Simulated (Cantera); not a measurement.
Input: 1 mol Si, 3.3 mol HCl, 0.57 mol H2, 2 mol Cl2, equilibrated at 1550 K and 1600000 Pa.

These are equilibrium values from Cantera (NASA tables, ideal gas, pure condensed phases), not measurements of a reactor. Candidate condensed phases: Si; 19 gas species. The tables' values for SiCl3 are old estimates; treat these amounts as uncertain. The numbers say what is thermodynamically allowed, not how fast it happens.

Base state: HCl 0.685, SiCl4 0.196, H2 0.110, SiCl3 0.00467, SiHCl3 0.00388, SiCl2 0.000310, Cl 1.30e-5, SiH2Cl2 1.25e-5 (mole fractions); condensed: gas only.

Problem. What changes in the equilibrium state with this change: temperature from 1550 K to 1225 K?

Solution. 
| species | before | after |
|---|---|---|
| HCl | 0.685 | 0.679 |
| SiCl4 | 0.196 | 0.204 |
| H2 | 0.110 | 0.116 |
| SiCl2 | 0.000310 | 8.27e-7 |
| Cl | 1.30e-5 | 1.34e-7 |

Problem. What changes in the equilibrium state with this change: pressure from 1600000 Pa to 330000 Pa?

Solution. 
| species | before | after |
|---|---|---|
| HCl | 0.685 | 0.689 |
| SiCl4 | 0.196 | 0.189 |
| H2 | 0.110 | 0.106 |
| SiCl3 | 0.00467 | 0.00970 |
| SiCl2 | 0.000310 | 0.00139 |
| Cl | 1.30e-5 | 2.92e-5 |
| SiH2Cl2 | 1.25e-5 | 1.11e-5 |
| SiHCl3 | 0.00388 | 0.00360 |
